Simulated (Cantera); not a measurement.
Feed: 1 mol Si3N4, 0.39 mol CO2, 7.1 mol N2, equilibrated at 0.133 bar.

Equilibrium computed with Cantera from the NASA thermochemical tables; the gas is ideal and each condensed phase is pure. Candidate condensed phases: C, Si, SiC, SiO2, Si2N2O, Si3N4; 34 gas species. Mutual solubility and eutectic melting of coexisting phases are not modelled. The numbers say what is thermodynamically allowed, not how fast it happens.

x: gas mole fraction; n: condensed amount in mol.

| T (K) | x N2 | x CO | x SiO | x Si | x SiN | x Si2N | x Si2C | n C(graphite) | n Si2N2O(s) | n Si3N4(s) | n SiC(s) |
|---|---|---|---|---|---|---|---|---|---|---|---|
| 1200 | 1.00 | 4.74e-7 | 4.07e-12 | <1e-12 | <1e-12 | <1e-12 | <1e-12 | 0.390 | 0.780 | 0.480 | 0 |
| 1250 | 1.000 | 1.77e-6 | 4.20e-11 | <1e-12 | <1e-12 | <1e-12 | <1e-12 | 0.390 | 0.780 | 0.480 | 0 |
| 1300 | 1.000 | 5.99e-6 | 3.62e-10 | <1e-12 | <1e-12 | <1e-12 | <1e-12 | 0.390 | 0.780 | 0.480 | 0 |
| 1350 | 1.000 | 1.84e-5 | 2.65e-9 | <1e-12 | <1e-12 | <1e-12 | <1e-12 | 0.390 | 0.780 | 0.480 | 0 |
| 1400 | 1.000 | 5.23e-5 | 1.68e-8 | 7.58e-12 | 5.61e-12 | <1e-12 | <1e-12 | 0.390 | 0.780 | 0.480 | 0 |
| 1450 | 1.000 | ? | ? | ? | 3.43e-11 | <1e-12 | <1e-12 | 0.389 | 0.779 | 0.481 | 0 |
| 1500 | 1.000 | 0.000341 | 4.60e-7 | 3.96e-10 | 1.86e-10 | 1.40e-12 | <1e-12 | 0.387 | 0.777 | 0.482 | 0 |
| 1550 | 0.999 | 0.000737 | 2.05e-6 | 2.36e-9 | 9.00e-10 | 1.36e-11 | 5.25e-12 | 0 | 0.774 | 0.356 | 0.384 |
| 1600 | 0.999 | 0.00107 | 8.27e-6 | 1.25e-8 | 3.94e-9 | 1.13e-10 | 3.98e-11 | 0 | 0.772 | 0.358 | 0.382 |
| 1650 | 0.998 | 0.00152 | 3.06e-5 | 6.02e-8 | 1.58e-8 | 8.32e-10 | 2.66e-10 | 0 | 0.768 | 0.362 | 0.378 |
| 1700 | 0.998 | 0.00212 | 0.000105 | 2.63e-7 | 5.80e-8 | 5.41e-9 | 1.59e-9 | 0 | 0.763 | 0.366 | 0.374 |
| 1750 | 0.997 | ? | ? | ? | 1.98e-7 | ? | ? | 0 | 0.755 | 0.373 | 0.368 |
| 1800 | 0.995 | 0.00387 | 0.000996 | 3.90e-6 | 6.30e-7 | 1.66e-7 | 4.15e-8 | 0 | 0.743 | 0.382 | 0.360 |

### Question
Some entries are withheld; supply them.

### Answer

- 1450, x CO: 0.000138
- 1450, x SiO: 9.31e-8
- 1450, x Si: 5.87e-11
- 1750, x CO: 0.00289
- 1750, x SiO: 0.000334
- 1750, x Si: 1.05e-6
- 1750, x Si2N: 3.15e-8
- 1750, x Si2C: 8.50e-9
